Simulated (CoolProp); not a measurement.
A single-stage vapour-compression cycle with the fluid: evaporating at 238.15 K (dew point), condensing at 293.15 K (bubble point), superheat 0 K, subcooling 2 K, compressor efficiency 0.85, no pressure losses. The same conditions are run with several fluids, on thermodynamics alone (safety and materials aside).

Computed with CoolProp (reference Helmholtz-energy equation of state of each fluid (chlorine: Thol 2021; R22: Kamei 1995; propylene: Lemmon 2013; R1336mzz(E): Akasaka 2023; R21: Platzer 1990; n-butane: Bücker 2006)). The equations of Platzer and Polt are older, rougher fits.

| fluid | cooling COP | pressure ratio | discharge temperature (K) | refrigerating effect (kJ/kg) | volumetric capacity (kJ/m³) |
|---|---|---|---|---|---|
| chlorine | 2.97 | 6.99 | 408.2 | 237 | 841 |
| R22 | 2.96 | 6.89 | 338.2 | 169 | 1020 |
| propylene | 2.91 | 5.85 | 320.0 | 297 | 1160 |
| R1336mzz(E) | 2.82 | 13.5 | 293.1 | 110 | 110 |
| R21 | 3.12 | 12.0 | 354.1 | 208 | 139 |
| n-butane | 3.01 | 9.48 | 304.2 | 294 | 191 |

The compression ends wet for: R1336mzz(E).
